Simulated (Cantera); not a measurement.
A closed system holds: 1 mol FeS, 0.15 mol SO₃, 0.066 mol H₂O, equilibrated at 1523 K and 370000 Pa.

Equilibrium computed with Cantera from the NASA thermochemical tables; the gas is ideal and each condensed phase is pure. Candidate condensed phases: Fe, FeO, Fe(OH)₂, Fe(OH)₃, FeS, FeSO₄, FeS₂, Fe₂O₃, Fe₂(SO₄)₃, Fe₃O₄, H₂O, H₂SO₄, S; 22 gas species. Metal and sulfide melt together well below either melting point, which pure phases cannot show. Mutual solubility and eutectic melting of coexisting phases are not modelled. The tables' stoichiometric FeO is somewhat more stable than real wüstite, so its field is too wide. FeO, FeS: taken at fixed stoichiometry. Kinetics and transport are ignored.

Base state: SO₂ 0.681, H₂O 0.228, S₂ 0.0666, H₂S 0.00825, S₂O 0.00746, H₂ 0.00511, SO 0.00301, SH 0.000327 (mole fractions); condensed: FeO(s) + FeS(l).

What changes in the equilibrium state with this change: pressure from 370000 Pa to 1100 Pa?


```tsv
species	before	after
SO₂	0.681	0.425
S₂	0.0666	0.338
H₂O	0.228	0.177
H₂	0.00511	0.0321
SO	0.00301	0.0153
H	8.59e-7	3.95e-5
S	7.10e-6	0.000293
SH	0.000327	0.00185
S₂O	0.00746	0.00465
H₂S	0.00825	0.00638
FeO(s), mol	0.0793	0.196
FeS(l), mol	0.921	0.804
```

What changes in the equilibrium state with this change: FeS replaced by FeS₂?


```tsv
species	before	after
S₂	0.0666	0.584
SO₂	0.681	0.298
H₂O	0.228	0.0658
S₂O	0.00746	0.0252
H₂S	0.00825	0.0183
S	7.10e-6	2.10e-5
SH	0.000327	0.000838
H₂	0.00511	0.00383
SO	0.00301	0.00343
FeO(s), mol	0.0793	0
FeS(l), mol	0.921	1.00
```
FeS: taken at fixed stoichiometry.
